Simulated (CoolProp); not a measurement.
A single-stage vapour-compression cycle with the fluid: evaporating at 222.15 K (dew point), condensing at 266.15 K (bubble point), superheat 8 K, subcooling 2 K, compressor efficiency 0.65, no pressure losses. The same conditions are run with several fluids, on thermodynamics alone (safety and materials aside).

Values from CoolProp's reference Helmholtz-energy equation of state of each fluid (R125: Lemmon 2005; nitrous oxide: Lemmon 2006; fluoroethane (R161): Wu 2012; R404A: Lemmon 2003; R115: Lemmon 2016; isobutane: Bücker 2006). Blends and air are pseudo-pure fits.

```tsv
fluid	cooling COP	pressure ratio	discharge temperature (K)	refrigerating effect (kJ/kg)	volumetric capacity (kJ/m³)
R125	2.68	?	?	122	?
nitrous oxide	2.49	4.17	356.1	255	3970
fluoroethane (R161)	2.78	6.58	342.1	363	487
R404A	2.66	6.31	?	155	632
R115	2.68	6.07	?	?	?
isobutane	2.84	7.66	305.7	318	155
```

Task: What belongs in the gaps?

Result: 
- R125, pressure ratio: 6.09
- R125, discharge temperature (K): 298.5
- R125, volumetric capacity (kJ/m³): 697
- R404A, discharge temperature (K): 307.7
- R115, discharge temperature (K): 288.2
- R115, refrigerating effect (kJ/kg): 94.6
- R115, volumetric capacity (kJ/m³): 454
